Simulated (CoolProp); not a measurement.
The fluoroketone C6F12O (FK-5-1-12) along the isotherm 226.85 °C: fugacity coefficient from the reference equation and from simpler models built on Tc = 168.7 °C, pc = 1.869 MPa, ω = 0.471; each cubic takes its own stable root.

Computed with CoolProp (reference Helmholtz-energy equation of state, McLinden 2015).

```json
[
 {"p (MPa)": "0.779", "phase": "gas", "reference": "0.9114", "Redlich-Kwong": "0.9036", "Peng-Robinson": "0.9030"},
 {"p (MPa)": "1.56", "phase": "gas", "reference": "0.8279", "Redlich-Kwong": "0.8116", "Peng-Robinson": "0.8136"},
 {"p (MPa)": "2.34", "phase": "supercritical", "reference": "0.7487", "Redlich-Kwong": "0.7237", "Peng-Robinson": "0.7321"},
 {"p (MPa)": "3.12", "phase": "supercritical", "reference": "0.6747", "Redlich-Kwong": "[?]", "Peng-Robinson": "[?]"},
 {"p (MPa)": "3.89", "phase": "supercritical", "reference": "0.6098", "Redlich-Kwong": "0.5727", "Peng-Robinson": "0.5985"},
 {"p (MPa)": "4.67", "phase": "supercritical", "reference": "0.5563", "Redlich-Kwong": "0.5208", "Peng-Robinson": "0.5494"},
 {"p (MPa)": "5.45", "phase": "supercritical", "reference": "0.5152", "Redlich-Kwong": "0.4824", "Peng-Robinson": "0.5113"},
 {"p (MPa)": "6.23", "phase": "supercritical", "reference": "0.4837", "Redlich-Kwong": "0.4535", "Peng-Robinson": "0.4816"},
 {"p (MPa)": "7.01", "phase": "supercritical", "reference": "0.4595", "Redlich-Kwong": "0.4314", "Peng-Robinson": "0.4584"},
 {"p (MPa)": "7.79", "phase": "supercritical", "reference": "0.4405", "Redlich-Kwong": "0.4143", "Peng-Robinson": "[?]"},
 {"p (MPa)": "8.57", "phase": "supercritical", "reference": "[?]", "Redlich-Kwong": "0.4009", "Peng-Robinson": "[?]"},
 {"p (MPa)": "9.35", "phase": "supercritical", "reference": "0.4141", "Redlich-Kwong": "0.3905", "Peng-Robinson": "0.4135"}
]
```

What belongs in the gaps?


- 3.12, Redlich-Kwong: 0.6411
- 3.12, Peng-Robinson: 0.6594
- 7.79, Peng-Robinson: 0.4400
- 8.57, reference: 0.4257
- 8.57, Peng-Robinson: 0.4253
